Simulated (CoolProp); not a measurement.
Vapour-liquid equilibrium of methanol (1) + ethylbenzene (2) at 1 MPa; x and y are mole fractions of (1).

Computed with CoolProp (multi-fluid Helmholtz-energy mixture model, de Reuck 1993 and Zhou 2012; pair parameters Bell 2016).

| x | bubble temperature (K) | y at the bubble point | dew temperature at overall composition x (K) | liquid density (mol/L) |
|---|---|---|---|---|
| 0.05 | 488.8 | 0.391 | 517.7 | 6.518 |
| 0.125 | 459.3 | 0.654 | 511.7 | 7.189 |
| 0.2 | 444.0 | 0.754 | 505.5 | 7.757 |
| 0.275 | 435.4 | 0.803 | 499.2 | 8.311 |
| 0.35 | 429.9 | 0.832 | 492.6 | 8.897 |
| 0.425 | 426.2 | 0.851 | 485.5 | 9.544 |
| 0.5 | 423.4 | 0.867 | 477.8 | 10.28 |
| 0.575 | 421.0 | 0.881 | 469.4 | 11.14 |
| 0.65 | 418.9 | 0.895 | 459.8 | 12.15 |
| 0.725 | 416.9 | 0.910 | 448.9 | 13.36 |
| 0.8 | 415.0 | 0.928 | 436.0 | 14.84 |
| 0.875 | 413.0 | 0.950 | 422.0 | 16.65 |
| 0.95 | 411.0 | 0.978 | 413.0 | 18.93 |

No azeotrope shows between x = 0.05 and 0.95.

Pair parameters are fitted to limited data, so mixtures are less certain than the pure fluids. With so large a gap from Raoult's law the liquid may split in two, which this calculation doesn't test in full.
